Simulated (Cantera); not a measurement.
Cantera run:

```python
import numpy as np
import cantera as ct

gas_names = """
    H HO2 H2 H2O H2O2 O OH O2 O3
""".split()
cond_names = """
    H2O(s) H2O(L)
""".split()


# ... load() reads the species with a 1 bar reference pressure and builds the phases ...
atoms = {
    'H2O': {'H': 2, 'O': 1},
    'O2': {'O': 2},
}
top_T = {}  # K; cautious upper limits of use, not melting points


# ... equilibrate(T, P, feed) seeds the gas with the atoms and calls Mixture.equilibrate('TP', solver="vcs", rtol=1e-11, max_steps=5000) ...
results = []
feed = {'H2O': 1, 'O2': 0.018}  # mol
T = 1200  # K
P = 18000000  # Pa
mix = equilibrate(T, P, feed)
results.append((T, P, feed, dict(zip(mix.species_names, mix.species_moles))))
print(gas.report(threshold=0.001))
for i in range(1, mix.n_phases):
    print(f"{mix.phase(i).name:16s} {mix.phase_moles(i):12.5e} mol")
```

Output:

```
       temperature   1200 K
          pressure   1.8e+07 Pa
           density   32.947 kg/m^3
  mean mol. weight   18.262 kg/kmol
   phase of matter   gas

                          1 kg             1 kmol
                     ---------------   ---------------
          enthalpy       -1.1121e+07        -2.031e+08  J
   internal energy       -1.1668e+07       -2.1308e+08  J
           entropy             10855        1.9823e+05  J/K
    Gibbs function       -2.4147e+07       -4.4098e+08  J
 heat capacity c_p              2398             43794  J/K
 heat capacity c_v            1942.8             35479  J/K

                      mass frac. Y      mole frac. X     chem. pot. / RT
                     ---------------   ---------------   ---------------
               H2O           0.96902           0.98232           -44.527
                O2           0.03098          0.017681           -25.929
     [   +7 minor]        1.4116e-06        1.4551e-06
```

Equilibrium computed with Cantera from the NASA thermochemical tables; the gas is ideal and each condensed phase is pure. The ideal-gas law is rough above about 30 bar.
